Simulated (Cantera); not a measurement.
Input: 1 mol Si, a varied amount of HCl, 11 mol H2, equilibrated at 1200 K and 698 Torr.

Points: n(HCl) (mol) = 0.52, 0.88, 1.2, 1.6, 2, 2.3, 2.7, 3.1, 3.4, 3.8, 4.2, 4.5, 4.9.

Cantera's Mixture.equilibrate('TP', solver="vcs", rtol=1e-11, max_steps=5000) on the NASA tables stopped like this:

```
ERROR: FAILURE its = 5001!

*******************************************************************************
CanteraError thrown by MultiPhase::equilibrate:
VCS solver failed. Return code: -1
*******************************************************************************
```

**Question.** What got this run through?

**Answer.** This is not unique; one that fits is The failure is numerical, not chemical. The same input converged with solver="gibbs", rtol=1e-10, max_steps=50000, and the result passed a check of the equilibrium conditions:
```
log10 of partial pressures in bar; condensed amounts in mol
    n(HCl)        H2       HCL     SiCL4    SiHCL3     SiCL3    Si(cr)
      0.52    -0.044    -1.732    -2.616    -2.493    -3.303    0.9064
      0.88    -0.049    -1.645    -2.256    -2.226    -3.033    0.8156
       1.2    -0.054    -1.600    -2.067    -2.087    -2.892    0.7326
       1.6    -0.058    -1.561    -1.905    -1.967    -2.770    0.6275
         2    -0.063    -1.534    -1.786    -1.880    -2.681    0.5217
       2.3    -0.066    -1.518    -1.715    -1.828    -2.627    0.4421
       2.7    -0.070    -1.500    -1.636    -1.771    -2.568    0.3358
       3.1    -0.074    -1.486    -1.571    -1.724    -2.519    0.2294
       3.4    -0.076    -1.476    -1.529    -1.694    -2.488    0.1495
       3.8    -0.080    -1.466    -1.479    -1.659    -2.450   0.04303
       4.2    -0.085    -1.362    -1.414    -1.704    -2.493         0
       4.5    -0.092    -1.251    -1.374    -1.780    -2.566         0
       4.9    -0.100    -1.129    -1.342    -1.879    -2.661         0
```

The gas is ideal and each condensed phase is pure. The tables' values for SiCl3 are old estimates; treat these amounts as uncertain.
